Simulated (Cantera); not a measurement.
An adiabatic, constant-volume homogeneous reactor starts with CO : H₂ : CH₄ : O₂ : N₂ = 1 : 0.12 : 0.06 : 0.68 : 1.97 (molar parts), at 1025 K and 7500 Torr.

Model: GRI-Mech 3.0 (53 species, 325 reactions), integrated in Cantera. Above 3000 K some thermodynamic fits are extrapolated.

x: mole fraction; the columns are a selection and need not sum to one.

| t (s) | T (K) | P (bar) | x CO | x H₂ | x CH₄ | x CH₂ | x CH₂O | x HCO | x HO₂ |
|---|---|---|---|---|---|---|---|---|---|
| 1.00e-6 | 1025 | 10.0 | 0.261 | 0.0313 | 0.0157 | <1e-12 | <1e-12 | <1e-12 | 6.57e-10 |
| 2.85e-6 | 1025 | 10.0 | 0.261 | 0.0313 | 0.0157 | <1e-12 | 4.63e-12 | <1e-12 | 3.02e-9 |
| 8.11e-6 | 1025 | 10.0 | 0.261 | 0.0313 | 0.0157 | <1e-12 | 4.75e-11 | <1e-12 | 1.07e-8 |
| 2.31e-5 | 1025 | 10.0 | 0.261 | 0.0313 | 0.0157 | <1e-12 | 4.02e-10 | <1e-12 | 3.66e-8 |
| 6.58e-5 | 1025 | 10.0 | 0.261 | 0.0313 | 0.0157 | <1e-12 | ? | 1.15e-12 | 1.35e-7 |
| 0.000187 | 1025 | 10.0 | 0.261 | 0.0313 | 0.0157 | <1e-12 | ? | 5.03e-12 | 6.87e-7 |
| 0.000534 | 1026 | 10.0 | 0.261 | 0.0313 | 0.0157 | <1e-12 | ? | 8.29e-11 | 9.96e-6 |
| 0.00152 | 1239 | 12.0 | 0.254 | 0.0267 | 0.0125 | 1.24e-8 | ? | 3.66e-7 | 0.000283 |
| 0.00433 | 3087 | 27.3 | 0.0965 | 0.00352 | <1e-12 | <1e-12 | 3.77e-9 | 4.32e-7 | 2.25e-5 |
| 0.0123 | 3087 | 27.3 | 0.0965 | 0.00352 | <1e-12 | <1e-12 | 3.77e-9 | 4.32e-7 | 2.25e-5 |
| 0.0351 | 3087 | 27.3 | 0.0965 | 0.00352 | <1e-12 | <1e-12 | 3.77e-9 | 4.32e-7 | 2.25e-5 |
| 0.100 | 3087 | 27.3 | 0.0965 | 0.00352 | <1e-12 | <1e-12 | 3.77e-9 | 4.32e-7 | 2.25e-5 |

Complete the blanks.


- 6.58e-5, x CH₂O: 3.39e-9
- 0.000187, x CH₂O: 4.76e-8
- 0.000534, x CH₂O: 5.53e-6
- 0.00152, x CH₂O: 0.000860
